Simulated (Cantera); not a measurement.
**Adiabatic ignition**

An adiabatic, constant-pressure homogeneous reactor starts with 5.85 % CH₄, 19.8 % O₂, 74.3 % N₂, at 1225 K and 1.78 atm.

Detailed kinetics in Cantera: GRI-Mech 3.0 (53 species, 325 reactions).

| t (s) | T (K) | x CH₄ | x O₂ | x CH₃ | x NO | x OH | x N₂O |
|---|---|---|---|---|---|---|---|
| 3.00e-6 | 1225 | 0.0585 | 0.198 | 4.72e-9 | <1e-12 | 1.15e-11 | <1e-12 |
| 7.73e-6 | 1225 | 0.0585 | 0.198 | 1.23e-8 | <1e-12 | 2.07e-11 | <1e-12 |
| 1.99e-5 | 1225 | 0.0585 | 0.198 | 3.22e-8 | <1e-12 | 4.48e-11 | <1e-12 |
| 5.14e-5 | 1225 | 0.0585 | 0.198 | 8.63e-8 | <1e-12 | 1.17e-10 | <1e-12 |
| 0.000132 | 1225 | 0.0585 | 0.198 | 2.49e-7 | <1e-12 | 3.64e-10 | <1e-12 |
| 0.000341 | 1225 | 0.0585 | 0.198 | 8.63e-7 | <1e-12 | 1.34e-9 | 1.93e-12 |
| 0.000879 | 1225 | 0.0585 | 0.198 | 3.85e-6 | <1e-12 | 5.96e-9 | 1.08e-11 |
| 0.00227 | 1225 | 0.0584 | 0.198 | 9.84e-6 | <1e-12 | 1.60e-8 | 4.79e-11 |
| 0.00584 | 1227 | 0.0581 | 0.198 | 1.59e-5 | <1e-12 | 3.96e-8 | 2.53e-10 |
| 0.0151 | 2368 | <1e-12 | 0.0803 | <1e-12 | 0.000160 | 0.00706 | 7.21e-7 |
| 0.0388 | 2363 | <1e-12 | 0.0777 | <1e-12 | 0.00536 | 0.00657 | 7.07e-7 |
| 0.100 | 2355 | <1e-12 | 0.0757 | <1e-12 | 0.00954 | 0.00636 | 7.27e-7 |
x: mole fraction; the columns are a selection and need not sum to one.

```yaml
time_of_steepest_temperature_rise: 14.7 ms
temperature at 0.100 s: 2355 K
equilibrium_temperature: 2354 K
x(CH₄) at 0.100 s: <1e-12 (gas-phase equilibrium <1e-12)
x(O₂) at 0.100 s: 0.0757 (gas-phase equilibrium 0.0754)
x(CH₃) at 0.100 s: <1e-12 (gas-phase equilibrium <1e-12)
```
